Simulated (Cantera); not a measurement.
# Dilute partial oxidation

An isothermal, constant-pressure homogeneous reactor starts with 0.995 % C₂H₄, 3.08 % O₂, 90.5 % N₂, 5.43 % H₂O, equivalence ratio 0.97, at 1150 K and 0.730 bar.

Computed with Cantera and GRI-Mech 3.0 (53 species, 325 reactions). GRI-Mech 3.0 was tuned for natural gas; its chemistry of ethylene as a main component is partial and can be far from experiment. The temperature is held fixed by assumption; the heat of reaction is taken as removed at once.

```csv
t (s),x C₂H₄,x O₂,x HCO,x H₂O,x CH₄
0.000900,0.00995,0.0308,7.79e-10,0.0543,1.19e-8
0.00189,0.00475,0.0233,1.79e-6,0.0596,0.000285
0.00398,0.00104,0.0153,3.97e-7,0.0659,0.000526
0.00838,<1e-12,0.00480,1.43e-8,0.0722,1.27e-8
0.0176,<1e-12,0.00165,5.44e-10,0.0734,<1e-12
0.0371,<1e-12,0.00110,2.17e-11,0.0739,<1e-12
0.0781,<1e-12,0.000958,<1e-12,0.0741,<1e-12
0.164,<1e-12,0.000918,<1e-12,0.0742,<1e-12
0.346,<1e-12,0.000907,<1e-12,0.0742,<1e-12
0.727,<1e-12,0.000905,<1e-12,0.0742,<1e-12
1.53,<1e-12,0.000905,<1e-12,0.0742,<1e-12
3.22,<1e-12,0.000905,<1e-12,0.0742,<1e-12
6.78,<1e-12,0.000905,<1e-12,0.0742,<1e-12
14.3,<1e-12,0.000905,<1e-12,0.0742,<1e-12
30.0,<1e-12,0.000905,<1e-12,0.0742,<1e-12
```
x: mole fraction; the columns are a selection and need not sum to one.

Equilibrium at this temperature and pressure: C₂H₄ <1e-12, O₂ 0.000900, HCO <1e-12, H₂O 0.0742, CH₄ <1e-12 (gas phase only).
